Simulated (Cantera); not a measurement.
A closed system holds: 1 mol MgO, 0.37 mol O₂, 0.71 mol H₂O, held at 1075 K and 13300 Pa.

Cantera equilibrium calculation (NASA polynomials, part measured and part estimated; ideal gas, pure solids and liquids). Candidate condensed phases: H₂O, Mg, MgO, Mg(OH)₂; 15 gas species. The numbers say what is thermodynamically allowed, not how fast it happens.

**Question.** What is the equilibrium state?

**Answer.** 
| Item | Result |
|---|---|
| x(H₂O) | 0.657 |
| x(O₂) | 0.343 |
| x(OH) | 2.16e-6 |
| n(MgO(s)) | 1.00 mol |
| gas amount | 1.080 mol |
| log10 activity of Mg(l) (absent) | -22.87 |
